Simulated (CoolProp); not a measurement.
Vapour-liquid equilibrium of o-xylene (1) + n-nonane (2) at 1200 kPa; x and y are mole fractions of (1).

Computed with CoolProp (multi-fluid Helmholtz-energy mixture model, Zhou 2012 and Lemmon 2006; pair parameters Bell 2016).

```tsv
x	bubble temperature (K)	y at the bubble point	dew temperature at overall composition x (K)	liquid density (mol/L)
0.05	548.8	0.056	548.8	3.644
0.2	546.9	0.217	547.1	3.908
0.35	545.3	0.371	545.5	4.197
0.5	544.1	0.518	544.2	4.515
0.65	543.3	0.660	543.3	4.866
0.8	542.9	0.802	542.9	5.257
0.95	543.0	0.949	543.0	5.693
```

y crosses x between x = 0.8 and 0.95: the model has an azeotrope there.

The pair parameters rest on a limited set of measurements; away from them the model extrapolates.
